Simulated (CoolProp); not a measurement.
Vapour-liquid equilibrium of R134a (1) + R152A (2) at 235.7 K; x and y are mole fractions of (1).

The numbers come from the multi-fluid Helmholtz-energy mixture model, Tillner-Roth 1994 and Outcalt 1996; pair parameters Lemmon 2004 in CoolProp.

```json
[
 {"x": "0.05", "bubble pressure (MPa)": "0.05348", "y at the bubble point": "0.046", "dew pressure at overall composition x (MPa)": "0.05345", "liquid density (mol/L)": "15.61"},
 {"x": "0.15", "bubble pressure (MPa)": "0.05305", "y at the bubble point": "0.143", "dew pressure at overall composition x (MPa)": "0.05303", "liquid density (mol/L)": "15.38"},
 {"x": "0.25", "bubble pressure (MPa)": "0.05284", "y at the bubble point": "0.247", "dew pressure at overall composition x (MPa)": "0.05284", "liquid density (mol/L)": "15.16"},
 {"x": "0.35", "bubble pressure (MPa)": "0.05287", "y at the bubble point": "0.356", "dew pressure at overall composition x (MPa)": "0.05286", "liquid density (mol/L)": "14.95"},
 {"x": "0.45", "bubble pressure (MPa)": "0.05314", "y at the bubble point": "0.466", "dew pressure at overall composition x (MPa)": "0.05309", "liquid density (mol/L)": "14.76"},
 {"x": "0.55", "bubble pressure (MPa)": "0.05365", "y at the bubble point": "0.575", "dew pressure at overall composition x (MPa)": "0.05351", "liquid density (mol/L)": "14.57"},
 {"x": "0.65", "bubble pressure (MPa)": "0.05438", "y at the bubble point": "0.681", "dew pressure at overall composition x (MPa)": "0.05414", "liquid density (mol/L)": "14.39"},
 {"x": "0.75", "bubble pressure (MPa)": "0.05533", "y at the bubble point": "0.782", "dew pressure at overall composition x (MPa)": "0.05500", "liquid density (mol/L)": "14.22"},
 {"x": "0.85", "bubble pressure (MPa)": "0.05646", "y at the bubble point": "0.875", "dew pressure at overall composition x (MPa)": "0.05613", "liquid density (mol/L)": "14.05"},
 {"x": "0.95", "bubble pressure (MPa)": "0.05775", "y at the bubble point": "0.961", "dew pressure at overall composition x (MPa)": "0.05757", "liquid density (mol/L)": "13.90"}
]
```

y crosses x between x = 0.25 and 0.35: the model has an azeotrope there.

Pair parameters are fitted to limited data, so mixtures are less certain than the pure fluids.
